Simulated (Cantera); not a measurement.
Input (Python, Cantera) and output of one run.

```python
import numpy as np
import cantera as ct

gas_names = """
    CL
""".split()
cond_names = """
    K(cr) K(L) KCL(s) KCL(L)
""".split()


# ... load() reads the species with a 1 bar reference pressure and builds the phases ...
species = {s.name: s for s in load("nasa_gas.yaml", gas_names) + load("nasa_condensed.yaml", cond_names)}
# Each term lists the table entries of one substance; the one whose range holds T is used.
reactions = {
    'K + Cl(g) = KCl':
        [(-1, ['K(cr)', 'K(L)']), (-1, ['CL']), (1, ['KCL(s)', 'KCL(L)'])],
}


def pick(names, T):
    return next(species[n] for n in names if species[n].thermo.min_temp <= T <= species[n].thermo.max_temp)


results = []
for label, terms in reactions.items():
    print(label)
    print("     T/K   dH/kJ  dS/(J/K)   dG/kJ   log10 K")
    for T in [650, 750, 850, 950, 1050, 1150, 1250, 1350]:
        used = [(nu, pick(names, T)) for nu, names in terms]
        dH = sum(nu * s.thermo.h(T) for nu, s in used) / 1e6
        dS = sum(nu * s.thermo.s(T) for nu, s in used) / 1e3
        dG = dH - T * dS / 1e3
        logK = -dG * 1e6 / (ct.gas_constant * T * np.log(10))
        results.append((label, T, dH, dS, dG, logK, [s.name for _, s in used]))
        print(f"{T:8g} {dH:8.1f} {dS:8.1f} {dG:8.1f} {logK:8.2f}")
```

Result:

```
K + Cl(g) = KCl
     T/K   dH/kJ  dS/(J/K)   dG/kJ   log10 K
     650   -560.0   -153.8   -460.0    36.97
     750   -559.5   -153.0   -444.7    30.97
     850   -558.7   -152.1   -429.4    26.39
     950   -557.6   -150.9   -414.3    22.78
    1050   -529.9   -124.3   -399.4    19.87
    1150   -527.9   -122.5   -387.1    17.58
    1250   -526.1   -120.9   -374.9    15.67
    1350   -524.3   -119.6   -362.9    14.04
```

Standard-state values (1 bar) from the NASA 1993 polynomials, evaluated with Cantera. Condensed species are held in their standard states even where they would react or evaporate.
